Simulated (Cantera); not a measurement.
An isothermal, constant-pressure homogeneous reactor starts with H2 : O2 : N2 = 1.3 : 1 : 3.4 (molar parts), at 1123 K and 0.350 bar. Integrator tolerance rtol = 1e-08.

Computed with Cantera and GRI-Mech 3.0 (53 species, 325 reactions). The temperature is held fixed by assumption; the heat of reaction is taken as removed at once.

Question: What does this change do: temperature 1123 to 773 K?

Answer: 
```csv
quantity,before,after
x(H2) at 80.0 s,3.83e-9 (gas-phase equilibrium 3.83e-9),0.226 (gas-phase equilibrium <1e-12)
x(O2) at 80.0 s,0.0693 (gas-phase equilibrium 0.0693),0.174 (gas-phase equilibrium 0.0693)
x(O) at 80.0 s,1.97e-9 (gas-phase equilibrium 1.97e-9),1.42e-10 (gas-phase equilibrium <1e-12)
x(H) at 80.0 s,4.48e-12 (gas-phase equilibrium 4.48e-12),1.65e-9 (gas-phase equilibrium <1e-12)
x(H2O) at 80.0 s,0.257 (gas-phase equilibrium 0.257),0.00162 (gas-phase equilibrium 0.257)
```
Below about 950 K walls govern HO2 and H2O2 in real vessels.
